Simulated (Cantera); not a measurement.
What does this Cantera script print?

```python
import numpy as np
import cantera as ct

gas_names = """
    Fe FeO Fe(OH)2 H HO2 H2 H2O H2O2 H2S H2SO4 O OH O2 O3 S SH SO SO2 SO3 S2 S2O S8
""".split()
cond_names = """
    Fe(a) Fe(c) Fe(d) Fe(L) FeO(s) FeO(L) Fe(OH)2(s) Fe(OH)3(s) FeS(a) FeS(b) FeS(c) FeS(L) FeSO4(s)
    FeS2(s) Fe2O3(s) Fe2S3O12(s) Fe3O4(s) H2O(s) H2O(L) H2SO4(L) S(cr1) S(cr2) S(L)
""".split()


# ... load() reads the species with a 1 bar reference pressure and builds the phases ...
atoms = {
    'FeS': {'Fe': 1, 'S': 1},
    'SO2': {'S': 1, 'O': 2},
    'H2O': {'H': 2, 'O': 1},
}
top_T = {'FeSO4(s)': 950, 'FeS2(s)': 1010, 'Fe2O3(s)': 1830, 'Fe2S3O12(s)': 1100, 'Fe3O4(s)': 1870}  # K; cautious upper limits of use, not melting points


# ... equilibrate(T, P, feed) seeds the gas with the atoms and calls Mixture.equilibrate('TP', solver="vcs", rtol=1e-11, max_steps=5000) ...
results = []
feed = {'FeS': 1, 'SO2': 0.57, 'H2O': 0.14}  # mol
T = 1600  # K
P = 13332.2  # Pa
mix = equilibrate(T, P, feed)
results.append((T, P, feed, dict(zip(mix.species_names, mix.species_moles))))
x = sorted(zip(gas.X, gas.species_names), reverse=True)
print(f"T = {T:g} K  P = {P:g} Pa  gas = {mix.phase_moles(0):.4g} mol")
print("   x: " + "  ".join(f"{s} {v:.3e}" for v, s in x if v > 1e-05))
print("   condensed (mol): " + ("  ".join(f"{mix.phase(i).name} {mix.phase_moles(i):.4g}"
      for i in range(1, mix.n_phases) if mix.phase_moles(i) > 1e-12) or "none"))
```

Result:

```
T = 1600 K  P = 13332.2 Pa  gas = 0.7737 mol
   x: SO2 5.811e-01  S2 2.164e-01  H2O 1.588e-01  H2 1.543e-02  SO 1.358e-02  S2O 7.159e-03  H2S 6.047e-03  SH 1.358e-03  S 1.540e-04  H 1.850e-05
   condensed (mol): FeO(s) 0.2419  FeS(L) 0.7581
```

Equilibrium computed with Cantera from the NASA thermochemical tables; the gas is ideal and each condensed phase is pure. Metal and sulfide melt together well below either melting point, which pure phases cannot show. Mutual solubility and eutectic melting of coexisting phases are not modelled. The tables' stoichiometric FeO is somewhat more stable than real wüstite, so its field is too wide. FeO, FeS: taken at fixed stoichiometry.
